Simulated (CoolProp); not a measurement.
Acetone along the isobar 52 bar: fugacity coefficient from the reference equation and from simpler models built on Tc = 508.1 K, pc = 46.92 bar, ω = 0.307; each cubic takes its own stable root.

The numbers come from the reference Helmholtz-energy equation of state, Lemmon 2006 in CoolProp. It is a short technical equation, of lower accuracy than the large ones.

| T (K) | phase | reference | van der Waals | Redlich-Kwong | Peng-Robinson |
|---|---|---|---|---|---|
| 271.3 | liquid | 0.001886 | 0.04973 | 0.005952 | 0.001918 |
| 289.8 | liquid | 0.004669 | 0.07217 | 0.01282 | 0.004759 |
| 308.4 | liquid | 0.01017 | [?] | 0.02458 | 0.01042 |
| 327 | liquid | 0.01987 | 0.1334 | 0.04277 | 0.02047 |
| 345.6 | liquid | 0.03548 | 0.1721 | 0.06874 | 0.03678 |
| 364.2 | liquid | 0.05876 | 0.2156 | 0.1035 | 0.06128 |
| 382.8 | liquid | 0.09131 | 0.2638 | 0.1474 | 0.09573 |
| 401.3 | liquid | 0.1341 | 0.3155 | 0.2003 | 0.1412 |
| 419.9 | liquid | 0.1884 | 0.3708 | 0.2620 | 0.1989 |
| 438.5 | liquid | 0.2541 | 0.4285 | 0.3310 | 0.2683 |
| 457.1 | liquid | 0.3304 | 0.4878 | 0.4057 | 0.3484 |
| 475.7 | liquid | 0.4160 | 0.5474 | [?] | 0.4367 |
| 494.3 | liquid | 0.5081 | 0.6060 | 0.5620 | 0.5286 |
| 512.8 | supercritical | 0.6005 | 0.6605 | 0.6343 | 0.6146 |
| 531.4 | supercritical | 0.6599 | 0.7018 | [?] | 0.6680 |
| 550 | supercritical | 0.7011 | 0.7303 | [?] | 0.7067 |

**Question.** Fill in the missing entries.

**Answer.** 
- 308.4, van der Waals: 0.1001
- 475.7, Redlich-Kwong: 0.4838
- 531.4, Redlich-Kwong: 0.6826
- 550, Redlich-Kwong: 0.7165
